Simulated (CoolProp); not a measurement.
The numbers come from the reference Helmholtz-energy equation of state, Zhou 2012 in CoolProp.

Question: Give the vapour pressure (MPa), liquid cp (kJ/(kg K)), vapour Z of saturated m-xylene at 466.7, 552.2 K.

Answer: 
| T (K) | p (MPa) | liquid cp (kJ/(kg K)) | vapour Z |
|---|---|---|---|
| 466.7 | 0.360 | 2.34 | 0.895 |
| 552.2 | 1.52 | 2.85 | 0.704 |
